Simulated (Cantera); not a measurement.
Input: 1 mol Si₃H₈, 93 mol N₂, equilibrated at 1477 °C and 1.33 mbar.

Method: chemical equilibrium by Gibbs-energy minimisation in Cantera with the NASA 1993 tables (ideal gas, pure condensed phases). Candidate condensed phases: Si, Si₃N₄; 18 gas species. The feed counts by its element totals alone. The tables' values for SiN are old estimates; treat these amounts as uncertain. Rates play no part.

Base state: N₂ 0.957, H₂ 0.0405, H 0.00128, Si 0.00113, Si₂N 3.53e-5, SiN 2.07e-5, SiH 1.09e-5 (mole fractions); condensed: Si(l).

What changes in the equilibrium state with this change: temperature from 1477 °C to 1075 °C?


```csv
species,before,after
N₂,0.957,0.958
H₂,0.0405,0.0421
H,0.00128,1.30e-5
Si,0.00113,1.71e-9
Si₂N,3.53e-5,<1e-9
SiN,2.07e-5,<1e-9
SiH,1.09e-5,<1e-9
"Si(l), mol",2.88,0
"Si₃N₄(s), mol",0,1.00
```
N₂ is the only nitrogen source here; it is nearly inert below about 1500 K, so the nitride shown seldom forms there in practice.

What changes in the equilibrium state with this change: temperature from 1477 °C to 1027 °C?


```csv
species,before,after
N₂,0.957,0.958
H₂,0.0405,0.0421
H,0.00128,6.22e-6
Si,0.00113,<1e-9
Si₂N,3.53e-5,<1e-9
SiN,2.07e-5,<1e-9
SiH,1.09e-5,<1e-9
"Si(l), mol",2.88,0
"Si₃N₄(s), mol",0,1.00
```
N₂ is the only nitrogen source here; it is nearly inert below about 1500 K, so the nitride shown seldom forms there in practice.

What changes in the equilibrium state with this change: Si₃H₈ replaced by SiCl₄?


```
species      before     after
----------  -------  --------
N₂            0.957     0.970
Cl                0    0.0197
SiCl₂             0   0.00941
H₂           0.0405         0
H           0.00128         0
SiCl₃             0  0.000872
SiCl₄             0  0.000143
Si₂N        3.53e-5     <1e-9
Si(l), mol     2.88         0
```
The tables' values for SiCl₃ are old estimates; treat these amounts as uncertain.
